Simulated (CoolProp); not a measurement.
Octamethyltrisiloxane (MDM) along the isotherm 301.85 °C: Z from the reference equation and from simpler models built on Tc = 292.2 °C, pc = 14.38 bar, ω = 0.528; each cubic takes its own stable root.

Computed with CoolProp (reference Helmholtz-energy equation of state, Thol 2017).

```
p (bar)          phase  reference
-------  -------------  ---------
0.227              gas     0.9951
0.334              gas     0.9927
0.49               gas     0.9893
0.719              gas     0.9842
1.06               gas     0.9766
1.55               gas     0.9654
2.27               gas     0.9487
3.34               gas     0.9229
4.9                gas     0.8831
7.19               gas     0.8186
10.6               gas     0.7031
15.5     supercritical     0.4213
22.7     supercritical     0.2683
33.4     supercritical     0.3531
49       supercritical     0.4814
71.9     supercritical     0.6646
```

**Question.** How far does each simpler model (van der Waals, Redlich-Kwong, Soave-Redlich-Kwong, Peng-Robinson) lie from the reference over these 16 states: mean and median of the absolute difference, and the worst?

**Answer.** 
- van der Waals: mean 10.4 %, median 1.0 %, worst +36.9 % at 301.85 °C and 33.4 bar
- Redlich-Kwong: mean 3.1 %, median 0.2 %, worst +15.7 % at 301.85 °C and 22.7 bar
- Soave-Redlich-Kwong: mean 3.8 %, median 0.1 %, worst +19.3 % at 301.85 °C and 22.7 bar
- Peng-Robinson: mean 1.6 %, median 0.9 %, worst +8.3 % at 301.85 °C and 22.7 bar
